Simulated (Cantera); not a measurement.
Feed: 1 mol Pb, 0.1 mol O2, 1.8 mol H2, at 750 Torr.

Cantera equilibrium calculation (NASA polynomials, part measured and part estimated; ideal gas, pure solids and liquids). Candidate condensed phases: H2O, Pb, PbO, PbO2, Pb3O4; 12 gas species. The numbers say what is thermodynamically allowed, not how fast it happens.

log p: log10 of the partial pressure in bar; n: condensed amount in mol.

| T (K) | log p H2 | log p H2O | log p Pb | log p H | n Pb(s) | n Pb(l) |
|---|---|---|---|---|---|---|
| 523 | -0.05 | -0.95 | <-12 | <-12 | 1.00 | 0 |
| 673 | -0.05 | -0.95 | -9.51 | <-12 | 0 | 1.00 |
| 823 | -0.05 | -0.95 | -6.87 | … | 0 | 1.00 |
| 973 | -0.05 | -0.95 | -5.06 | … | 0 | 1.000 |
| 1123 | -0.05 | -0.95 | -3.74 | … | 0 | 1.000 |
| 1273 | -0.05 | -0.96 | -2.74 | … | 0 | 0.997 |
| 1423 | -0.06 | -0.96 | -1.95 | … | 0 | 0.980 |

Task: Complete the blanks.

Result: 
- 823, log p H: -11.16
- 973, log p H: -8.99
- 1123, log p H: -7.40
- 1273, log p H: -6.17
- 1423, log p H: -5.21
